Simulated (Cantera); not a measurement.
## Hydrocarbon pyrolysis for carbon deposition

An isothermal, constant-pressure homogeneous reactor starts with 4.02 % CH₄, 88.4 % H₂, 7.63 % N₂, at 1450 K and 1.10 bar.

Computed with Cantera and GRI-Mech 3.0 (53 species, 325 reactions). GRI-Mech 3.0 stops at C3 and has no aromatics, soot or wall deposition, so with more carbon than oxygen in the feed, carbon stays in small species such as C2H2 where larger ones or solid carbon would form.

```json
[
 {"t (s)": "6.00e-5", "x CH₄": "0.0402", "x H₂": "0.884", "x C₂H₆": "1.03e-10", "x C₂H₂": "<1e-12", "x C₂H": "<1e-12", "x H": "4.42e-7", "x CH₃": "4.05e-7"},
 {"t (s)": "0.000147", "x CH₄": "0.0402", "x H₂": "0.884", "x C₂H₆": "1.49e-9", "x C₂H₂": "<1e-12", "x C₂H": "<1e-12", "x H": "1.08e-6", "x CH₃": "9.87e-7"},
 {"t (s)": "0.000361", "x CH₄": "0.0402", "x H₂": "0.884", "x C₂H₆": "2.05e-8", "x C₂H₂": "1.84e-12", "x C₂H": "<1e-12", "x H": "2.56e-6", "x CH₃": "2.34e-6"},
 {"t (s)": "0.000886", "x CH₄": "0.0402", "x H₂": "0.884", "x C₂H₆": "2.23e-7", "x C₂H₂": "1.26e-10", "x C₂H": "<1e-12", "x H": "5.31e-6", "x CH₃": "4.86e-6"},
 {"t (s)": "0.00217", "x CH₄": "0.0402", "x H₂": "0.884", "x C₂H₆": "1.12e-6", "x C₂H₂": "7.02e-9", "x C₂H": "<1e-12", "x H": "7.54e-6", "x CH₃": "6.89e-6"},
 {"t (s)": "0.00533", "x CH₄": "0.0401", "x H₂": "0.884", "x C₂H₆": "1.95e-6", "x C₂H₂": "1.52e-7", "x C₂H": "<1e-12", "x H": "7.96e-6", "x CH₃": "7.28e-6"},
 {"t (s)": "0.0131", "x CH₄": "0.0401", "x H₂": "0.884", "x C₂H₆": "2.09e-6", "x C₂H₂": "1.47e-6", "x C₂H": "<1e-12", "x H": "8.00e-6", "x CH₃": "7.31e-6"},
 {"t (s)": "0.0321", "x CH₄": "0.0401", "x H₂": "0.884", "x C₂H₆": "2.18e-6", "x C₂H₂": "8.75e-6", "x C₂H": "<1e-12", "x H": "8.01e-6", "x CH₃": "7.32e-6"},
 {"t (s)": "0.0788", "x CH₄": "0.0400", "x H₂": "0.884", "x C₂H₆": "2.29e-6", "x C₂H₂": "3.58e-5", "x C₂H": "<1e-12", "x H": "8.04e-6", "x CH₃": "7.32e-6"},
 {"t (s)": "0.193", "x CH₄": "0.0398", "x H₂": "0.884", "x C₂H₆": "2.50e-6", "x C₂H₂": "0.000106", "x C₂H": "1.32e-12", "x H": "8.09e-6", "x CH₃": "7.33e-6"},
 {"t (s)": "0.474", "x CH₄": "0.0394", "x H₂": "0.884", "x C₂H₆": "2.92e-6", "x C₂H₂": "0.000253", "x C₂H": "3.20e-12", "x H": "8.18e-6", "x CH₃": "7.33e-6"},
 {"t (s)": "1.16", "x CH₄": "0.0386", "x H₂": "0.884", "x C₂H₆": "3.62e-6", "x C₂H₂": "0.000494", "x C₂H": "6.36e-12", "x H": "8.34e-6", "x CH₃": "7.34e-6"},
 {"t (s)": "2.85", "x CH₄": "0.0380", "x H₂": "0.885", "x C₂H₆": "4.28e-6", "x C₂H₂": "0.000716", "x C₂H": "9.40e-12", "x H": "8.50e-6", "x CH₃": "7.34e-6"},
 {"t (s)": "7.00", "x CH₄": "0.0378", "x H₂": "0.885", "x C₂H₆": "4.46e-6", "x C₂H₂": "0.000777", "x C₂H": "1.02e-11", "x H": "8.54e-6", "x CH₃": "7.34e-6"}
]
```
x: mole fraction; the columns are a selection and need not sum to one.

Equilibrium at this temperature and pressure: CH₄ 0.0347, H₂ 0.887, C₂H₆ 3.77e-6, C₂H₂ 0.000654, C₂H 8.61e-12, H 8.55e-6, CH₃ 6.74e-6 (gas phase only).
